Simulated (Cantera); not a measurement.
# BN + NF₃ + N₂ (nitride etching)

A closed system holds: 1 mol BN, a varied amount of NF₃, 9.2 mol N₂, equilibrated at 1300 K and 100000 Pa.

Method: chemical equilibrium by Gibbs-energy minimisation in Cantera with the NASA 1993 tables (ideal gas, pure condensed phases). Candidate condensed phases: B, BN; 13 gas species. Kinetics and transport are ignored.

From 0.59 mol NF₃ to 0.82 mol NF₃ the condensed part is BN(s). From 1.1 mol NF₃ to 4.1 mol NF₃ nothing is condensed. The main B-bearing gas is BF₃ throughout.

| n(NF₃) (mol) | x N₂ | x F | x BF₃ | x F₂ | x NF₃ | x NF₂ | x BF₂ | n BN(s) |
|---|---|---|---|---|---|---|---|---|
| 0.59 | 0.943 | <1e-12 | 0.0568 | <1e-12 | <1e-12 | <1e-12 | 3.65e-6 | 0.410 |
| 0.82 | 0.924 | <1e-12 | 0.0756 | <1e-12 | <1e-12 | <1e-12 | 4.43e-6 | 0.180 |
| 1.1 | 0.888 | 0.0247 | 0.0866 | 0.000641 | 1.79e-7 | 6.49e-8 | <1e-12 | 0 |
| 1.6 | 0.800 | 0.111 | 0.0762 | 0.0130 | 1.55e-5 | 1.25e-6 | <1e-12 | 0 |
| 2.2 | 0.724 | 0.176 | 0.0671 | 0.0326 | 5.86e-5 | 2.98e-6 | <1e-12 | 0 |
| 3 | 0.651 | 0.234 | 0.0581 | 0.0573 | 0.000130 | 4.97e-6 | <1e-12 | 0 |
| 4.1 | 0.579 | 0.286 | 0.0493 | 0.0859 | 0.000224 | 7.02e-6 | <1e-12 | 0 |
x: gas mole fraction; n: condensed amount in mol.
